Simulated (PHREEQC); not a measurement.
Dissolve 0.2 mol/kgw HF, 0.0038 mol/kgw NH4HF2, 0.044 mol/kgw H2SiF6 and 0.0054 mol/kgw H2SO4 at 25 °C. Closed to the air; pH follows from the charge balance.

Equilibrium calculation in PHREEQC: ion-association model, phreeqc.dat.

Precipitation was switched off in this run.

### Question
Order these F species by the share of F that they hold, largest first: HF2-, F-, SiF6-2, HF.

### Answer
SiF6-2 (56 %), HF (43 %), HF2- (0.80 %), F- (0.52 %)

### Question
Order these S species by the share of S that they hold, largest first: SO4-2, HSO4-, NH4SO4-.

### Answer
HSO4- (76 %), SO4-2 (24 %), NH4SO4- (0.35 %)

The pH is 1.11 and the ionic strength 0.144 mol/kgw. SiF6-2 is the database's only silicon fluoride.
